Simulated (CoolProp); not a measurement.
Vapour-liquid equilibrium of methanol (1) + hexamethyldisiloxane (MM) (2) at 0.313 MPa; x and y are mole fractions of (1).

The numbers come from the multi-fluid Helmholtz-energy mixture model, de Reuck 1993 and Thol 2016; pair parameters Bell 2016 in CoolProp.

Give the bubble temperature and the first vapour's composition at x = 0.05, 0.25, 0.45. Is there an azeotrope?

x = 0.05: 135.4 °C, y = 0.205; x = 0.25: 112.3 °C, y = 0.615; x = 0.45: 103.0 °C, y = 0.750. No azeotrope shows between x = 0.05 and 0.95.

The pair parameters rest on a limited set of measurements; away from them the model extrapolates.
